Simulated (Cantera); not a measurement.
What does this Cantera script print?

```python
import numpy as np
import cantera as ct

gas_names = """
    AL ALH ALN ALO ALOH ALO2 ALO2H AL2 AL2O AL2O2 H HALO HNO HNO2 HNO3 HO2 H2 H2O H2O2 N NH NH2 NH3
    NH2OH NO NO2 NO3 N2 N2H2 N2H4 N2O O OH O2 O3
""".split()
cond_names = """
    AL(cr) AL(L) ALN(s) AL2O3(a) AL2O3(L) H2O(s) H2O(L)
""".split()


# ... load() reads the species with a 1 bar reference pressure and builds the phases ...
atoms = {
    'Al2O3': {'AL': 2, 'O': 3},
    'H2': {'H': 2},
    'N2': {'N': 2},
}
top_T = {'ALN(s)': 2750}  # K; cautious upper limits of use, not melting points


# ... equilibrate(T, P, feed) seeds the gas with the atoms and calls Mixture.equilibrate('TP', solver="vcs", rtol=1e-11, max_steps=5000) ...
results = []
feed = {'Al2O3': 1, 'H2': 0.62, 'N2': 32}  # mol
T = 1348.15  # K
P = 1100  # Pa
mix = equilibrate(T, P, feed)
results.append((T, P, feed, dict(zip(mix.species_names, mix.species_moles))))
print(gas.report(threshold=0.0001))
for i in range(1, mix.n_phases):
    print(f"{mix.phase(i).name:16s} {mix.phase_moles(i):12.5e} mol")
```

Result:

```
       temperature   1348.2 K
          pressure   1100 Pa
           density   0.0027006 kg/m^3
  mean mol. weight   27.52 kg/kmol
   phase of matter   gas

                          1 kg             1 kmol
                     ---------------   ---------------
          enthalpy        1.2027e+06        3.3098e+07  J
   internal energy        7.9537e+05        2.1888e+07  J
           entropy             10002        2.7526e+05  J/K
    Gibbs function       -1.2282e+07       -3.3799e+08  J
 heat capacity c_p            1242.4             34190  J/K
 heat capacity c_v            940.24             25875  J/K

                      mass frac. Y      mole frac. X     chem. pot. / RT
                     ---------------   ---------------   ---------------
                H2         0.0013922          0.019005            -26.77
                N2           0.99861           0.98099           -30.219
     [  +33 minor]        1.4269e-07        3.0954e-06

AL(L)             0.00000e+00 mol
ALN(s)            9.58117e-07 mol
AL2O3(a)          1.00000e+00 mol
```

Method: chemical equilibrium by Gibbs-energy minimisation in Cantera with the NASA 1993 tables (ideal gas, pure condensed phases).
